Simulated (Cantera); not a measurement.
A perfectly stirred reactor is fed with 9.09 % H2, 19.3 % O2, 71.6 % N2, at 0.00839 atm; it is held at 1473 K, and followed from long to short residence time.

Computed with Cantera and GRI-Mech 3.0 (53 species, 325 reactions). Radical loss at walls, strong at low pressure, is not modelled. The temperature is held fixed by assumption; the heat of reaction is taken as removed at once.

**Question.** Predict: x(H2) at τ = 1.60 s; x(O2) at τ = 1.60 s; x(NO) at τ = 1.60 s; x(OH) at τ = 1.60 s; x(H2O) at τ = 1.60 s; x(H2) at τ = 24.0 ms; x(O2) at τ = 24.0 ms; x(NO) at τ = 24.0 ms; x(OH) at τ = 24.0 ms; x(H2O) at τ = 24.0 ms.

**Answer.** 
| Quantity | Value |
|---|---|
| x(H2) at τ = 1.60 s | 0.00224 |
| x(O2) at τ = 1.60 s | 0.151 |
| x(NO) at τ = 1.60 s | 6.32e-6 |
| x(OH) at τ = 1.60 s | 0.00459 |
| x(H2O) at τ = 1.60 s | 0.0876 |
| x(H2) at τ = 24.0 ms | 0.00728 |
| x(O2) at τ = 24.0 ms | 0.143 |
| x(NO) at τ = 24.0 ms | 1.86e-6 |
| x(OH) at τ = 24.0 ms | 0.00779 |
| x(H2O) at τ = 24.0 ms | 0.0654 |
